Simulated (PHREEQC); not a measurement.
Dissolve 0.033 mol/kgw CdCl2, 0.039 mol/kgw H3BO3 and 4.9e-05 mol/kgw H2SO4 at 17 °C. Closed to the air; pH follows from the charge balance.

The numbers come from PHREEQC with the ion-association model, wateq4f.dat.

Precipitation was switched off in this run.

### Question
Predict the pH.

### Answer
pH 4.08.

### Question
In which forms is Cl present?

### Answer
Cl- 64 %, CdCl+ 30 %, CdCl2 6.6 % of the Cl.

Complexes and solids missing from the database can't appear.
